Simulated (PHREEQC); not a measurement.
Solution (25 °C): 13 mmol/kgw Na2SiF6 and 25 mmol/kgw NH4HF2. Closed to the air; pH follows from the charge balance.

Model: ion-association model, wateq4f.dat, run in PHREEQC.

```json
{
  "pH": "3.14",
  "ionic_strength": "0.0646 mol/kgw",
  "total_alkalinity": "-77.0 meq/kg"
}
```

| species | molality | activity | log γ |
|---|---|---|---|
| Na+ | 0.0258 | 0.0208 | -0.092 |
| NH4+ | 0.0250 | 0.0202 | -0.093 |
| F- | 0.0238 | 0.0189 | -0.100 |
| HF | 0.0201 | 0.0204 | 0.006 |
| SiF6-2 | 0.0130 | 0.00560 | -0.366 |
| HF2- | 0.00186 | 0.00148 | -0.100 |

This is a speciation only: nothing precipitates in the calculation. Complexes and solids missing from the database can't appear. SiF6-2 is the database's only silicon fluoride.
